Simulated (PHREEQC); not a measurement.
## Hard or scaling water: speciation

Consider water at 25 °C with 7.3 mmol/kgw MgCl2 and 110 mmol/kgw Na2SO4. Closed to the air; pH follows from the charge balance.

All values are PHREEQC results (ion-association model, phreeqc.dat), not measurements.

This is a speciation only: nothing precipitates in the calculation.

Q: Estimate the ionic strength.

A: ionic strength 0.291 mol/kgw.

Q: In which forms is Mg present?

A: MgSO4 60 %, Mg+2 40 % of the Mg.

Species that the database lacks are ignored.
